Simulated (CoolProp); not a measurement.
Vapour-liquid equilibrium of 1-butene (1) + acetone (2) at -5.65 °C; x and y are mole fractions of (1).

The numbers come from the multi-fluid Helmholtz-energy mixture model, Lemmon 2005 and Lemmon 2006; pair parameters Bell 2016 in CoolProp.

Problem. Give the bubble pressure and the first vapour's composition at x = 0.35, 0.5, 0.725. Is there an azeotrope?

Solution. x = 0.35: 0.7492 bar, y = 0.928; x = 0.5: 0.8286 bar, y = 0.939; x = 0.725: 0.8993 bar, y = 0.952. No azeotrope shows between x = 0.05 and 0.95.

Pair parameters are fitted to limited data, so mixtures are less certain than the pure fluids. With so large a gap from Raoult's law the liquid may split in two, which this calculation doesn't test in full.
